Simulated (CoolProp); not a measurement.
A single-stage vapour-compression cycle with sulfur dioxide: evaporating at 269.15 K (dew point), condensing at 307.15 K (bubble point), superheat 2 K, subcooling 8 K, compressor efficiency 0.9, no pressure losses. Each further row changes one setting.

The numbers come from the reference Helmholtz-energy equation of state, Gao 2016 in CoolProp.

| case | cooling COP | pressure ratio | discharge temperature (K) | refrigerating effect (kJ/kg) | volumetric capacity (kJ/m³) |
|---|---|---|---|---|---|
| as stated | 5.70 | 3.99 | 370.1 | 344 | 1330 |
| evaporating temperature 274.15 K | 6.81 | 3.24 | 360.0 | 346 | 1630 |
| condensing temperature 302.15 K | 6.68 | 3.40 | 357.6 | 351 | 1360 |
| subcooling 13 K | 5.81 | 3.99 | 370.1 | 351 | 1360 |
| superheat 12 K | 5.58 | 3.99 | 382.7 | 351 | 1300 |
| compressor efficiency 0.8 | 5.06 | 3.99 | 380.7 | 344 | 1330 |
